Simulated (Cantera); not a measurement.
Cantera run, input and output.

```python
import numpy as np
import cantera as ct

gas = ct.Solution("gri30.yaml")
gas.TPX = 1323, 41000, {'N2O': 1, 'H2O': 0.28}
inlet = ct.Reservoir(gas, clone=True)

reactor = ct.IdealGasConstPressureReactor(gas, energy="off", clone=False)
exhaust = ct.Reservoir(gas, clone=True)
tau = [5.3, 2.3, 1, 0.44, 0.19, 0.084, 0.037, 0.016, 0.007, 0.0031][0]
for a, b in ((inlet, reactor), (reactor, exhaust)):
    ct.MassFlowController(a, b, mdot=lambda t: reactor.mass / tau)
net = ct.ReactorNet([reactor])
show = ['N2O', 'H2O', 'NO', 'OH', 'O2']

rows = []
print(f"{'tau/s':>10s}{'T/K':>9s}" + "".join(f"{s:>11s}" for s in show))
for tau in [5.3, 2.3, 1, 0.44, 0.19, 0.084, 0.037, 0.016, 0.007, 0.0031]:
    net.initial_time = 0.0
    net.advance(30 * tau)
    before = gas.X
    net.advance(40 * tau)
    drift = np.max(np.abs(gas.X - before) / (gas.X + 1e-9))
    rows.append([gas.T, *gas[show].X, drift])
    print(f"{tau:10.3e}{gas.T:9.1f}" + "".join(f"{x:11.3e}" for x in gas[show].X))
```

Output:

```
     tau/s      T/K        N2O        H2O         NO         OH         O2
 5.300e+00   1323.0  3.822e-02  1.603e-01  3.280e-02  1.090e-04  2.505e-01
 2.300e+00   1323.0  7.634e-02  1.633e-01  3.794e-02  1.268e-04  2.341e-01
 1.000e+00   1323.0  1.448e-01  1.686e-01  3.976e-02  1.445e-04  2.085e-01
 4.400e-01   1323.0  2.519e-01  1.771e-01  3.661e-02  1.609e-04  1.714e-01
 1.900e-01   1323.0  3.955e-01  1.884e-01  2.844e-02  1.747e-04  1.238e-01
 8.400e-02   1323.0  5.369e-01  1.995e-01  1.862e-02  1.826e-04  7.782e-02
 3.700e-02   1323.0  6.467e-01  2.081e-01  1.038e-02  1.837e-04  4.254e-02
 1.600e-02   1323.0  7.154e-01  2.135e-01  5.091e-03  1.788e-04  2.065e-02
 7.000e-03   1323.0  7.507e-01  2.163e-01  2.367e-03  1.711e-04  9.502e-03
 3.100e-03   1323.0  7.674e-01  2.176e-01  1.085e-03  1.622e-04  4.266e-03
```

Detailed kinetics in Cantera: GRI-Mech 3.0 (53 species, 325 reactions). GRI-Mech 3.0 was tuned for natural gas; its chemistry of N2O as a main component is partial and can be far from experiment. The mechanism lacks the step 2 NO + O2 → 2 NO2, which can matter for NO2 below about 1400 K. The temperature is held fixed by assumption; the heat of reaction is taken as removed at once.
